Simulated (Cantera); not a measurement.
# Thermodynamics of tantalum, niobium, vanadium and zirconium in process gases, feed V + O2 + H2

Feed: 1 mol V, 0.015 mol O2, 22 mol H2, at 2573.15 K.

Cantera equilibrium calculation (NASA polynomials, part measured and part estimated; ideal gas, pure solids and liquids). Candidate condensed phases: H2O, V, VO, V2O3, V2O4, V2O5; 12 gas species. Condensed phases not in the tables: N, O or C dissolved in the metal. Rates play no part.

| P (Pa) | log p H2 | log p H | log p V | log p H2O | log p VO | log p O | n V(l) |
|---|---|---|---|---|---|---|---|
| 0.100 | -9.09 | -6.01 | -7.65 | -14.53 | -10.55 | -9.20 | 0 |
| 0.750 | -7.35 | -5.14 | -6.78 | -12.01 | -8.91 | -8.43 | 0 |
| 5.60 | -5.63 | -4.28 | -5.90 | -9.84 | -7.57 | -7.97 | 0 |
| 42 | -4.06 | -3.49 | -4.96 | -8.14 | -6.51 | -7.85 | 0 |
| 320 | -2.77 | -2.85 | -3.98 | -6.85 | -5.52 | -7.84 | 0 |
| 2400 | -1.74 | -2.33 | -3.04 | -5.81 | -4.58 | -7.84 | 0 |
| 18000 | -0.78 | -1.86 | -2.82 | -4.26 | -3.77 | -7.24 | 0.784 |
| 130000 | 0.10 | -1.41 | -2.82 | -2.92 | -3.31 | -6.79 | 0.965 |
| 1000000 | 0.99 | -0.97 | -2.82 | -1.89 | -3.17 | -6.65 | 0.995 |
log p: log10 of the partial pressure in bar; n: condensed amount in mol.

From 0.100 Pa to 2400 Pa nothing is condensed. From 18000 Pa to 1000000 Pa the condensed part is V(l). The main V-bearing gas is V throughout.
